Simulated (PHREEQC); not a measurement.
Dissolve 0.0023 mol/kgw CaSO4, 8.2e-05 mol/kgw CaCl2 and 3.5e-05 mol/kgw NaHCO3 at 25 °C. Closed to the air; pH follows from the charge balance.

Model: ion-association model, phreeqc.dat, run in PHREEQC.

The pH is 7.81 and the ionic strength is 0.00812 mol/kgw. The specific conductance is 505 µS/cm and the total alkalinity is 0.0350 meq/kg.

```json
[
 {"species": "Ca+2", "molality": "0.00204", "activity": "0.00142", "log γ": "-0.159"},
 {"species": "SO4-2", "molality": "0.00196", "activity": "0.00135", "log γ": "-0.160"},
 {"species": "CaSO4", "molality": "0.000340", "activity": "0.000341", "log γ": "0.001"},
 {"species": "Cl-", "molality": "0.000164", "activity": "0.000149", "log γ": "-0.041"},
 {"species": "Na+", "molality": "3.48e-5", "activity": "3.17e-5", "log γ": "-0.040"},
 {"species": "HCO3-", "molality": "3.30e-5", "activity": "3.01e-5", "log γ": "-0.040"},
 {"species": "CO2", "molality": "1.06e-6", "activity": "1.06e-6", "log γ": "0.001"},
 {"species": "OH-", "molality": "7.13e-7", "activity": "6.48e-7", "log γ": "-0.042"},
 {"species": "CaHCO3+", "molality": "5.95e-7", "activity": "5.44e-7", "log γ": "-0.039"},
 {"species": "NaSO4-", "molality": "2.36e-7", "activity": "2.15e-7", "log γ": "-0.040"},
 {"species": "CaCO3", "molality": "2.15e-7", "activity": "2.15e-7", "log γ": "0.001"},
 {"species": "CO3-2", "molality": "1.30e-7", "activity": "9.05e-8", "log γ": "-0.158"},
 {"species": "H+", "molality": "1.70e-8", "activity": "1.56e-8", "log γ": "-0.036"}
]
```

Precipitation was switched off in this run.
